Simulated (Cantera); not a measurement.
**Hydrocarbon pyrolysis for carbon deposition**

An isothermal, constant-pressure homogeneous reactor starts with CH4 : N2 = 1 : 16 (molar parts), at 2000 K and 20.0 Torr.

Model: GRI-Mech 3.0 (53 species, 325 reactions), integrated in Cantera. GRI-Mech 3.0 stops at C3 and has no aromatics, soot or wall deposition, so with more carbon than oxygen in the feed, carbon stays in small species such as C2H2 where larger ones or solid carbon would form. Radical loss at walls, strong at low pressure, is not modelled.

```tsv
t (s)	x CH4	x CH3	x CH2	x C2H4	x H	x HCN
9.00e-6	0.0588	9.38e-6	9.33e-11	1.13e-11	4.87e-6	<1e-12
3.33e-5	0.0588	4.45e-5	3.24e-9	1.35e-9	8.31e-6	<1e-12
0.000123	0.0586	0.000186	5.28e-8	1.64e-7	8.83e-6	1.31e-11
0.000457	0.0581	0.000706	5.74e-7	1.10e-5	1.06e-5	3.84e-10
0.00169	0.0550	0.00245	5.19e-6	0.000498	3.72e-5	2.26e-8
0.00627	0.0300	0.00366	1.79e-5	0.00275	0.000308	2.70e-6
0.0232	0.00568	0.00100	9.67e-6	0.000132	0.000696	2.54e-5
0.0861	0.000543	0.000162	3.04e-6	3.15e-6	0.00124	8.39e-5
0.319	3.02e-5	1.44e-5	4.44e-7	4.61e-7	0.00198	0.000172
1.18	4.48e-7	2.96e-7	1.29e-8	4.08e-7	0.00274	0.000204
4.37	2.89e-7	2.00e-7	9.07e-9	4.03e-7	0.00287	0.000209
16.2	2.99e-7	2.06e-7	9.37e-9	4.03e-7	0.00287	0.000228
60.0	3.33e-7	2.30e-7	1.05e-8	4.03e-7	0.00287	0.000297
```
x: mole fraction; the columns are a selection and need not sum to one.

Equilibrium at this temperature and pressure: CH4 6.75e-7, CH3 4.66e-7, CH2 2.12e-8, C2H4 7.37e-8, H 0.00287, HCN 0.0453 (gas phase only).
